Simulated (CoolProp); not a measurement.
Vapour-liquid equilibrium of ethanol (1) + hexamethyldisiloxane (MM) (2) at 10.8 bar; x and y are mole fractions of (1).

Values from CoolProp's multi-fluid Helmholtz-energy mixture model, Schroeder 2014 and Thol 2016; pair parameters Bell 2016.

```tsv
x	bubble temperature, mixture model (K)	bubble temperature, Raoult's law (K)	y, mixture model	y, Raoult's law
0.05	…	476.2	…	0.146
0.2	450.9	461.9	0.446	0.441
0.35	…	451.8	…	0.623
0.5	435.1	444.0	…	0.750
0.65	431.5	437.8	…	0.846
0.8	429.0	432.7	0.850	0.921
0.95	…	428.2	…	0.982
```

Question: Some entries are withheld; supply them.

Answer: 
- 0.05, bubble temperature, mixture model (K): 471.7
- 0.05, y, mixture model: 0.153
- 0.35, bubble temperature, mixture model (K): 440.8
- 0.35, y, mixture model: 0.589
- 0.5, y, mixture model: 0.682
- 0.65, y, mixture model: 0.762
- 0.95, bubble temperature, mixture model (K): 427.3
- 0.95, y, mixture model: 0.959

The largest gap from Raoult's law is -11.0 K in bubble temperature, at x = 0.35. No azeotrope shows between x = 0.05 and 0.95.

Pair parameters are fitted to limited data, so mixtures are less certain than the pure fluids.
